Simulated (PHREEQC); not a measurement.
Make-up at 25 °C: 0.041 mol/kgw H2SO4 and 0.00046 mol/kgw MnSO4. Closed to the air; pH follows from the charge balance.

The numbers come from PHREEQC with the ion-association model, wateq4f.dat.

Question: The ionic strength comes out as 0.0667 mol/kgw. What activity coefficients do Mn+2, SO4-2, H+, HSO4- get?

Answer: Mn+2 0.45, SO4-2 0.42, H+ 0.84, HSO4- 0.80.

This is a speciation only: nothing precipitates in the calculation.
